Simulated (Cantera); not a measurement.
Input: 1 mol C₂H₄, 0.055 mol H₂O, equilibrated at 1775 K and 75.0 Torr.

Method: chemical equilibrium by Gibbs-energy minimisation in Cantera with the NASA 1993 tables (ideal gas, pure condensed phases). Candidate condensed phases: C, C₆H₆, C₇H₈, C₈H₁₈, H₂O; 110 gas species. Rates play no part.

**Question.** What is the equilibrium state?

**Answer.** 
- x(H₂): 0.973
- x(CO): 0.0261
- x(H): 0.000903
- x(C₂H₂ (acetylene)): 0.000139
- x(CH₄): 7.92e-5
- x(CH₃): 1.49e-6
- n(C(graphite)): 1.94 mol
- gas amount: 2.111 mol
